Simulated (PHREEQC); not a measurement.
Arsenic or selenium liquor: an equilibrium model

Consider water at 25 °C with 0.0024 mol/kgw H3AsO4, 0.00087 mol/kgw H3PO4 and 0.0021 mol/kgw NaCl. Closed to the air; pH follows from the charge balance.

The numbers come from PHREEQC with the ion-association model, wateq4f.dat.

This is a speciation only: nothing precipitates in the calculation.

Predict the pH, ionic strength.

pH 2.65; ionic strength 0.00447 mol/kgw.

In which forms is P present?

H2PO4- 77 %, H3PO4 23 % of the P.

Complexes and solids missing from the database can't appear. H3PO4, which wateq4f.dat lacks, is added to it with the constant of phreeqc.dat.
